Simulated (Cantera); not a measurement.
Input (Python, Cantera):

```python
import numpy as np
import cantera as ct

gas = ct.Solution("gri30.yaml")
gas.TPX = 2000, 20000, {'NO': 5.3, 'N2': 0.38}
reactor = ct.IdealGasConstPressureReactor(gas, energy="off", clone=False)
net = ct.ReactorNet([reactor])
net.rtol, net.atol = 1e-08, 1e-18
show = ['NO', 'NO2', 'N2O', 'O', 'N2']
times = np.geomspace(0.0005, 10, 9)

steps = ct.SolutionArray(gas, extra=["t"])
rows = []
print(f"{'t/s':>10s}{'T/K':>9s}{'P/Pa':>11s}" + "".join(f"{s:>11s}" for s in show))
for t in times:
    while net.time < t:
        t_next = net.step()
        steps.append(gas.state, t=t_next)
    rows.append([np.interp(t, steps.t, y) for y in (steps.T, steps.P, *steps(*show).X.T)])
    print(f"{t:10.3e}{rows[-1][0]:9.1f}{rows[-1][1]:11.4g}" + "".join(f"{x:11.3e}" for x in rows[-1][2:]))
rate = np.gradient(steps.T, steps.t)
print("integrator steps:", len(steps.t))
if steps.T.max() > steps.T[0] + 200:
    print(f"time of steepest temperature rise: {steps.t[rate.argmax()]:.4e} s")
gas.TPX = 2000, 20000, {'NO': 5.3, 'N2': 0.38}
gas.equilibrate("TP")
print(f"equilibrium (TP): T = {gas.T:.1f} K  " + "  ".join(f"{s} {gas[s].X[0]:.3e}" for s in show))
```

It prints:

```
       t/s      T/K       P/Pa         NO        NO2        N2O          O         N2
 5.000e-04   2000.0      2e+04  9.329e-01  3.696e-05  8.942e-05  7.142e-05  6.692e-02
 1.724e-03   2000.0      2e+04  9.323e-01  1.292e-04  2.300e-04  1.718e-04  6.707e-02
 5.946e-03   2000.0      2e+04  9.301e-01  1.718e-04  3.595e-04  2.224e-04  6.802e-02
 2.050e-02   2000.0      2e+04  9.227e-01  1.923e-04  3.649e-04  2.438e-04  7.174e-02
 7.071e-02   2000.0      2e+04  8.968e-01  2.447e-04  3.373e-04  2.987e-04  8.468e-02
 2.438e-01   2000.0      2e+04  8.092e-01  3.490e-04  2.611e-04  4.328e-04  1.285e-01
 8.409e-01   2000.0      2e+04  5.584e-01  4.047e-04  1.141e-04  6.785e-04  2.539e-01
 2.900e+00   2000.0      2e+04  1.730e-01  1.788e-04  1.021e-05  9.337e-04  4.466e-01
 1.000e+01   2000.0      2e+04  2.298e-02  2.602e-05  3.337e-07  1.015e-03  5.217e-01
integrator steps: 988
equilibrium (TP): T = 2000.0 K  NO 9.332e-03  NO2 1.065e-05  N2O 1.922e-07  O 1.022e-03  N2 5.285e-01
```

Cantera simulation using GRI-Mech 3.0 (53 species, 325 reactions); the numbers are that mechanism's predictions, not measurements.
